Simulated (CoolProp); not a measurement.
Vapour-liquid equilibrium of R125 (1) + R1234yf (2) at 181.1 K; x and y are mole fractions of (1).

The numbers come from the multi-fluid Helmholtz-energy mixture model, Lemmon 2005 and Lemmon 2022; pair parameters Bell 2023 in CoolProp.

Q: Give the bubble pressure and the first vapour's composition at x = 0.425, 0.65, 0.875. Is there an azeotrope?

A: x = 0.425: 0.003813 MPa, y = 0.693; x = 0.65: 0.004735 MPa, y = 0.848; x = 0.875: 0.005655 MPa, y = 0.954. No azeotrope shows between x = 0.05 and 0.95.

Pair parameters are fitted to limited data, so mixtures are less certain than the pure fluids.
